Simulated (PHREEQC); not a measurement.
Consider water at 25 °C with 85 mmol/kgw NH3 and 0.048 mmol/kgw H4SiO4. Closed to the air; pH follows from the charge balance.

Computed with PHREEQC (ion-association model, phreeqc.dat).

Precipitation was switched off in this run.

Order these Si species by the share of Si that they hold, largest first: H4SiO4, H2SiO4-2, H3SiO4-.

H3SiO4- (94 %), H4SiO4 (5.2 %), H2SiO4-2 (0.85 %)

The pH is 11.07 and the ionic strength 0.00129 mol/kgw. Complexes and solids missing from the database can't appear.
